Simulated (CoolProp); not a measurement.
C2F6 (R116) along the isobar 149 bar: fugacity coefficient from the reference equation and from simpler models built on Tc = 293.0 K, pc = 30.48 bar, ω = 0.257; each cubic takes its own stable root.

Model: reference Helmholtz-energy equation of state, Lemmon 2006, in CoolProp. It is a short technical equation, of lower accuracy than the large ones.

| T (K) | phase | reference |
|---|---|---|
| 268.1 | liquid | 0.1554 |
| 280.1 | liquid | 0.1966 |
| 292.2 | liquid | 0.2421 |
| 304.3 | supercritical | 0.2905 |
| 316.3 | supercritical | 0.3404 |
| 328.4 | supercritical | 0.3915 |
| 340.5 | supercritical | 0.4426 |
| 352.6 | supercritical | 0.4926 |
| 364.6 | supercritical | 0.5406 |
| 376.7 | supercritical | 0.5867 |
| 388.8 | supercritical | 0.6303 |
| 400.9 | supercritical | 0.6711 |
| 412.9 | supercritical | 0.7086 |
| 425 | supercritical | 0.7437 |

**Question.** How far does each simpler model (Redlich-Kwong, Soave-Redlich-Kwong) lie from the reference over these 14 states: mean and median of the absolute difference, and the worst?

**Answer.** 
- Redlich-Kwong: mean 7.1 %, median 7.5 %, worst +14.9 % at 268.1 K and 149 bar
- Soave-Redlich-Kwong: mean 5.6 %, median 5.6 %, worst +6.0 % at 328.4 K and 149 bar
